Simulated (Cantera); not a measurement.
Cantera run:

```python
import numpy as np
import cantera as ct

gas_names = """
    Hg N NO NO2 NO3 N2 N2O O O2 O3
""".split()
cond_names = """
    Hg(cr) Hg(L) HgO(s)
""".split()


# ... load() reads the species with a 1 bar reference pressure and builds the phases ...
atoms = {
    'HgO': {'Hg': 1, 'O': 1},
    'N2': {'N': 2},
}
top_T = {}  # K; cautious upper limits of use, not melting points


# ... equilibrate(T, P, feed) seeds the gas with the atoms and calls Mixture.equilibrate('TP', solver="vcs", rtol=1e-11, max_steps=5000) ...
results = []
T = 998  # K
P = 101325  # Pa
for m in [10, 19, 29, 38, 47, 56, 65, 74, 83]:
    feed = {'HgO': 1, 'N2': m}  # mol
    mix = equilibrate(T, P, feed)
    results.append((T, P, feed, dict(zip(mix.species_names, mix.species_moles))))

top = {s: max(r[3][s] / sum(r[3][g] for g in gas_names) for r in results) for s in gas_names}
cols = sorted((s for s in top if top[s] > 1e-06), key=lambda s: -top[s])[:9]
seen = [c for c in cond_names if any(r[3].get(c, 0) > 1e-12 for r in results)]
print("log10 of partial pressures in bar; condensed amounts in mol")
print(f"{'n(N2)':>10s}" + "".join(f"{s[:9]:>10s}" for s in cols + seen))
for T, P, feed, n in results:
    ng = sum(n[g] for g in gas_names)
    print(f"{feed['N2']:10.4g}" + "".join(f"{np.log10(max(n[s] / ng * P / 1e5, 1e-99)):10.3f}" for s in cols)
          + "".join(f"{n.get(c, 0):10.4g}" for c in seen))
```

Output:

```
log10 of partial pressures in bar; condensed amounts in mol
     n(N2)        N2        Hg        O2        NO
        10    -0.055    -1.055    -1.356    -4.829
        19    -0.027    -1.306    -1.607    -4.941
        29    -0.016    -1.479    -1.780    -5.022
        38    -0.011    -1.591    -1.892    -5.075
        47    -0.008    -1.680    -1.981    -5.118
        56    -0.006    -1.754    -2.055    -5.154
        65    -0.004    -1.817    -2.118    -5.185
        74    -0.003    -1.872    -2.173    -5.212
        83    -0.002    -1.921    -2.222    -5.236
```

Cantera equilibrium calculation (NASA polynomials, part measured and part estimated; ideal gas, pure solids and liquids).
